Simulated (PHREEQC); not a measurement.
A solution holds 0.0027 mol Na3PO4 per kg of water, at 27 °C. Closed to the air; pH follows from the charge balance.

The numbers come from PHREEQC with the ion-association model, wateq4f.dat.

No solid was allowed to form.

Question: Order these P species by the share of P that they hold, largest first: NaHPO4-, PO4-3, HPO4-2.

Answer: HPO4-2 (87 %), PO4-3 (13 %), NaHPO4- (0.89 %)

The pH is 11.26 and the ionic strength 0.0114 mol/kgw. H3PO4, which wateq4f.dat lacks, is added to it with the constant of phreeqc.dat.
